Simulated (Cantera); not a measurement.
Gas mixture: NO : N2 = 0.35 : 0.63 (molar parts), at 1.01 bar, frozen composition.

Cantera's kinetic-theory transport with the Lennard-Jones parameters of GRI-Mech 3.0, ideal gas; thermal conductivity in the multicomponent form. The composition is frozen, though it would react at the higher temperatures.

D: mixture-averaged diffusion coefficient of that species in the mixture.

```
T (K)  ρ (kg/m³)  cp (J/kg/K)  μ (µPa s)  λ (mW/m/K)     Pr  D (cm²/s) CH3  D (cm²/s) H  D (cm²/s) N2
-----  ---------  -----------  ---------  ----------  -----  -------------  -----------  ------------
400        0.875         1029       22.6        32.8  0.710     (withheld)         2.03         0.339
550        0.636         1051       28.2        42.0  0.708     (withheld)         3.53         0.584
700        0.500         1085       33.2        51.0  0.707     (withheld)         5.32         0.877
850        0.412         1123       37.8        60.0  0.707     (withheld)         7.38          1.21
1000       0.350         1156       42.0        68.8  0.706     (withheld)         9.69          1.59
1150       0.304         1180       46.0        76.9  0.706     (withheld)         12.2          2.01
```

Problem. Some entries are withheld; supply them.

Solution. 
- 400, D (cm²/s) CH3: 0.373
- 550, D (cm²/s) CH3: 0.648
- 700, D (cm²/s) CH3: 0.976
- 850, D (cm²/s) CH3: 1.35
- 1000, D (cm²/s) CH3: 1.78
- 1150, D (cm²/s) CH3: 2.25
